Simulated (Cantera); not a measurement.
Cantera run, input and output.

```python
import numpy as np
import cantera as ct

gas = ct.Solution("gri30.yaml")


def delay(T, t_max=10):
    gas.TPX = T, 160000, {'C3H8': 1, 'O2': 3.57, 'N2': 13.4}
    reactor = ct.IdealGasConstPressureReactor(gas, clone=False)
    net = ct.ReactorNet([reactor])
    net.rtol, net.atol = 1e-8, 1e-16
    while net.time < t_max:
        t_old, T_old = net.time, reactor.T
        net.step()
        if reactor.T > T + 400:  # ignition: a rise of 400 K
            return t_old + (T + 400 - T_old) / (reactor.T - T_old) * (net.time - t_old)
    return np.nan


taus = []
for T in [1175, 1250, 1325, 1400, 1475, 1550, 1625, 1700, 1775]:
    taus.append(delay(T))
    print(f"T0 = {T:6g} K   tau = {taus[-1]:.4e} s")
```

Output:

```
T0 =   1175 K   tau = 8.5078e-03 s
T0 =   1250 K   tau = 1.9400e-03 s
T0 =   1325 K   tau = 5.4088e-04 s
T0 =   1400 K   tau = 1.8612e-04 s
T0 =   1475 K   tau = 7.7910e-05 s
T0 =   1550 K   tau = 3.8647e-05 s
T0 =   1625 K   tau = 2.2037e-05 s
T0 =   1700 K   tau = 1.4023e-05 s
T0 =   1775 K   tau = 9.7093e-06 s
```

Detailed kinetics in Cantera: GRI-Mech 3.0 (53 species, 325 reactions). GRI-Mech 3.0 was tuned for natural gas; its chemistry of propane as a main component is partial and can be far from experiment.
